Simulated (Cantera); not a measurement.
Input: 1 mol SiH₂Cl₂, 2.7 mol HCl, 49 mol H₂, held at 1.00 bar.

These are equilibrium values from Cantera (NASA tables, ideal gas, pure condensed phases), not measurements of a reactor. Candidate condensed phases: Si; 19 gas species. The tables' values for SiCl₃ are old estimates; treat these amounts as uncertain. Rates play no part.

Task: At 1098 K, list the 5 most abundant gas species with their mole fractions, and the condensed phases.

Result: H₂ 0.959, HCl 0.0220, SiCl₄ 0.0109, SiHCl₃ 0.00692, SiH₂Cl₂ 0.000524. Condensed: gas only.
